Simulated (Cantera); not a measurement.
Charge: 1 mol HgO, 0.037 mol H2, equilibrated at 1573 K and 1 atm.

Method: chemical equilibrium by Gibbs-energy minimisation in Cantera with the NASA 1993 tables (ideal gas, pure condensed phases). Candidate condensed phases: H2O, Hg, HgO; 10 gas species. The numbers say what is thermodynamically allowed, not how fast it happens.

Base state: Hg 0.659, O2 0.317, H2O 0.0243, OH 7.82e-5 (mole fractions); condensed: gas only.

Q: What changes in the equilibrium state with this change: HgO replaced by PbO?

A: 
| species | before | after |
|---|---|---|
| H2O | 0.0243 | 0.930 |
| Pb | 0 | 0.0474 |
| PbO | 0 | 0.0210 |
| Hg | 0.659 | 0 |
| O2 | 0.317 | 1.22e-5 |
| Pb2 | 0 | 3.09e-5 |
| H2 | 2.06e-7 | 0.00127 |
| Pb(l), mol | 0 | 0.0351 |
| PbO(l), mol | 0 | 0.962 |
Each liquid is taken as pure. Mutual solubility and eutectic melting of coexisting phases are not modelled. Gases not in the tables: (PbO)n polymers. Further candidate phases: Pb, PbO, PbO2, Pb3O4.

Q: What changes in the equilibrium state with this change: H2 from 0.037 to 0.062 mol?

A: 
| species | before | after |
|---|---|---|
| Hg | 0.659 | 0.653 |
| O2 | 0.317 | 0.306 |
| H2O | 0.0243 | 0.0404 |
| OH | 7.82e-5 | 9.99e-5 |

Q: What changes in the equilibrium state with this change: H2 from 0.037 to 0.96 mol?

A: 
```json
[
 {"species": "Hg", "before": "0.659", "after": "0.505"},
 {"species": "H2O", "before": "0.0243", "after": "0.485"},
 {"species": "O2", "before": "0.317", "after": "0.0101"},
 {"species": "H2", "before": "2.06e-7", "after": "2.30e-5"},
 {"species": "OH", "before": "7.82e-5", "after": "0.000147"}
]
```
